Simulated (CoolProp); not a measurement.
Computed with CoolProp (reference Helmholtz-energy equation of state, Leachman 2009).

Task: For normal hydrogen, give the phase and the density (kg/m³), cp (kJ/(kg K)), speed of sound (m/s), expansivity (1/kK) at 23.9 K and 0.694 MPa.

Result: 
- 23.9 K and 0.694 MPa: liquid; density 67.2, cp 11.7, speed of sound 1040, expansivity 21.3
